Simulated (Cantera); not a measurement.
Input: 1 mol SiH2Cl2, 0.13 mol H2O, 0.1 mol H2, equilibrated at 875 K and 0.0430 bar.

These are equilibrium values from Cantera (NASA tables, ideal gas, pure condensed phases), not measurements of a reactor. Candidate condensed phases: H2O, Si, SiO2; 30 gas species. The tables' values for SiCl3 are old estimates; treat these amounts as uncertain. The numbers say what is thermodynamically allowed, not how fast it happens.

Base state: H2 0.690, SiCl4 0.254, SiHCl3 0.0464, HCl 0.00826, SiH2Cl2 0.000775, SiCl3 0.000744, SiCl2 0.000126 (mole fractions); condensed: Si(s) + SiO2(β-quartz).

### Question
What changes in the equilibrium state with this change: SiH2Cl2 replaced by SiF4?

### Answer
| species | before | after |
|---|---|---|
| SiF4 | 0 | 0.746 |
| HF | 0 | 0.147 |
| H2 | 0.690 | 0.0783 |
| SiCl4 | 0.254 | 0 |
| SiHCl3 | 0.0464 | 0 |
| H2O | <1e-9 | 0.0281 |
| HCl | 0.00826 | 0 |
| SiH2Cl2 | 0.000775 | 0 |
| SiCl3 | 0.000744 | 0 |
| Si(s), mol | 0.418 | 0 |
| SiO2(β-quartz), mol | 0.0650 | 0.0471 |
